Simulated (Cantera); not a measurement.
# Pb + H2O + N2 (metals in furnace atmospheres)

A closed system holds: 1 mol Pb, 0.09 mol H2O, 3.7 mol N2, equilibrated at 90.0 Torr.

These are equilibrium values from Cantera (NASA tables, ideal gas, pure condensed phases), not measurements of a reactor. Candidate condensed phases: H2O, Pb, PbO, PbO2, Pb3O4; 27 gas species. Gases not in the tables: (PbO)n polymers. Rates play no part.

```
T (K)   x N2      x Pb   x H2O     x PbO      x H2       x H     x Pb2      x OH  n Pb(l)
-----  -----  --------  ------  --------  --------  --------  --------  --------  -------
698    0.976   8.47e-9  0.0237  1.20e-12   8.53e-7    <1e-12    <1e-12    <1e-12    1.000
798    0.976   4.77e-7  0.0237  5.25e-10   1.48e-6    <1e-12    <1e-12    <1e-12    1.000
898    0.976   1.08e-5  0.0237   5.72e-8   2.35e-6    <1e-12  6.17e-12  4.50e-12    1.000
998    0.976  0.000129  0.0237   2.38e-6   3.47e-6  1.16e-11  3.95e-10  1.72e-10    0.999
1098   0.975  0.000973  0.0237   1.54e-5   1.54e-5  2.80e-10   1.16e-8   1.90e-9    0.996
1198   0.971   0.00520  0.0236   6.22e-5   6.22e-5   4.33e-9   1.90e-7   1.30e-8    0.980
1298   0.955    0.0213  0.0230  0.000201  0.000201   4.38e-8   1.99e-6   6.51e-8    0.917
1398   0.906    0.0710  0.0215  0.000532  0.000533   3.15e-7   1.48e-5   2.51e-7    0.708
1498   0.779     0.201  0.0178   0.00116   0.00116   1.69e-6   8.30e-5   7.35e-7   0.0405
1598   0.772     0.207  0.0172   0.00158   0.00158   6.11e-6   6.49e-5   2.59e-6        0
1698   0.772     0.207  0.0167   0.00205   0.00205   1.89e-5   4.90e-5   7.93e-6        0
1798   0.772     0.206  0.0162   0.00257   0.00257   5.15e-5   3.81e-5   2.13e-5        0
1898   0.772     0.206  0.0156   0.00313   0.00312  0.000126   3.03e-5   5.14e-5        0
```
x: gas mole fraction; n: condensed amount in mol.

From 698 K to 1498 K the condensed part is Pb(l). From 1598 K to 1898 K nothing is condensed.
